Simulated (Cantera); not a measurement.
Feed: 1 mol Si, 6.2 mol HF, 0.97 mol N2, held at 1448 K and 7.50 Torr.

Method: chemical equilibrium by Gibbs-energy minimisation in Cantera with the NASA 1993 tables (ideal gas, pure condensed phases). Candidate condensed phases: Si, Si3N4; 37 gas species. The tables' values for SiF3 are old estimates; treat these amounts as uncertain. Equilibrium is a limit: real reactors are often held back by kinetics, nucleation or transport.

Base state: HF 0.357, H2 0.324, SiF4 0.162, N2 0.157, SiF3 0.000406, H 5.24e-5, SiHF3 4.89e-5 (mole fractions); condensed: gas only.

What changes in the equilibrium state with this change: 1.8 mol Cl2 added?


```csv
species,before,after
HCl,0,0.451
HF,0.357,0.276
SiF4,0.162,0.125
H2,0.324,0.0251
N2,0.157,0.122
Cl,0,0.000214
SiHF3,4.89e-5,3.80e-6
H,5.24e-5,1.46e-5
SiF3,0.000406,0.000113
```
Further candidate phases: NH4Cl.
